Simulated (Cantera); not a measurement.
A freely propagating, adiabatic, planar premixed flame of CH4 : O2 : N2 = 1 : 2.25 : 10.3 (molar parts), unburnt at 475 K and 0.170 bar; mixture-averaged transport, grid criteria slope 0.08 and curve 0.16, no radiation.

Computed with Cantera and GRI-Mech 3.0 (53 species, 325 reactions). Burning velocities carry a grid error of a few per cent, more on coarse grids.

### Question
What does this change do: 0.17 parts CO2 added?

### Answer
```tsv
quantity	before	after
laminar burning velocity	85.4 cm/s	79.3 cm/s
thermal thickness	2.13 mm	2.23 mm
peak x(C2H)	3.03e-8	2.50e-8
peak x(HO2)	0.000107	0.000103
peak x(H)	0.00980	0.00903
```
